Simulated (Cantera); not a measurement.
**Hydrogen reduction and annealing atmospheres: Cu2O + H2 + N2**

A closed system holds: 1 mol Cu2O, a varied amount of H2, 15 mol N2, equilibrated at 775 K and 900 Torr.

These are equilibrium values from Cantera (NASA tables, ideal gas, pure condensed phases), not measurements of a reactor. Candidate condensed phases: Cu, CuO, Cu(OH)2, Cu2O, H2O; 27 gas species. Equilibrium is a limit: real reactors are often held back by kinetics, nucleation or transport.

From 1.4 mol H2 to 150 mol H2 the condensed part is Cu(s).

```json
[
 {"n(H2) (mol)": "1.4", "x N2": "0.915", "x H2": "0.0244", "x H2O": "0.0610", "x NH3": "1.69e-5", "n Cu(s)": "2.00"},
 {"n(H2) (mol)": "2.7", "x N2": "0.848", "x H2": "0.0959", "x H2O": "0.0565", "x NH3": "0.000127", "n Cu(s)": "2.00"},
 {"n(H2) (mol)": "5.2", "x N2": "0.743", "x H2": "0.207", "x H2O": "0.0495", "x NH3": "0.000379", "n Cu(s)": "2.00"},
 {"n(H2) (mol)": "10", "x N2": "0.600", "x H2": "0.359", "x H2O": "0.0400", "x NH3": "0.000776", "n Cu(s)": "2.00"},
 {"n(H2) (mol)": "20", "x N2": "0.428", "x H2": "0.542", "x H2O": "0.0286", "x NH3": "0.00121", "n Cu(s)": "2.00"},
 {"n(H2) (mol)": "39", "x N2": "0.277", "x H2": "0.703", "x H2O": "0.0185", "x NH3": "0.00144", "n Cu(s)": "2.00"},
 {"n(H2) (mol)": "76", "x N2": "0.164", "x H2": "0.823", "x H2O": "0.0110", "x NH3": "0.00141", "n Cu(s)": "2.00"},
 {"n(H2) (mol)": "150", "x N2": "0.0904", "x H2": "0.902", "x H2O": "0.00607", "x NH3": "0.00120", "n Cu(s)": "2.00"}
]
```
x: gas mole fraction; n: condensed amount in mol.
